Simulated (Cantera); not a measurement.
# Stirred combustor or abatement burner

A perfectly stirred reactor is fed with CH₄ : CO : O₂ : N₂ = 1 : 1.1 : 1.7 : 20.4 (molar parts), at 1.00 atm; it is adiabatic with a 800 K inlet, and is followed from long to short residence time, starting on the burning branch (τ in s: 0.25, 0.12, 0.056, 0.026, 0.012, 0.0059, 0.0028, 0.0013, 0.00062, 0.00029, 0.00014, 6.5e-05, 3.1e-05).

Cantera simulation using GRI-Mech 3.0 (53 species, 325 reactions); the numbers are that mechanism's predictions, not measurements.

```
τ (s)    T (K)    x CH₄    x CO      x O₂      x O     x CO₂
-------  -----  -------  ------  --------  -------  --------
0.25      1561  0.00172  0.0425  0.000934  3.95e-7    0.0401
0.12      1553  0.00171  0.0437   0.00138  8.15e-7    0.0389
0.056     1542  0.00177  0.0455   0.00211  1.73e-6    0.0371
0.026     1524  0.00194  0.0480   0.00336  3.68e-6    0.0344
0.012     1484  0.00256  0.0520   0.00629  7.50e-6    0.0297
0.0059     800   0.0413  0.0455    0.0702   <1e-12  8.41e-11
0.0028     800   0.0413  0.0455    0.0702   <1e-12  3.84e-11
0.0013     800   0.0413  0.0455    0.0702   <1e-12  1.75e-11
0.00062    800   0.0413  0.0455    0.0702   <1e-12  8.24e-12
0.00029    800   0.0413  0.0455    0.0702   <1e-12  3.81e-12
0.00014    800   0.0413  0.0455    0.0702   <1e-12  1.82e-12
6.5e-5     800   0.0413  0.0455    0.0702   <1e-12    <1e-12
3.1e-5     800   0.0413  0.0455    0.0702   <1e-12    <1e-12
```
x: mole fraction; the columns are a selection and need not sum to one.
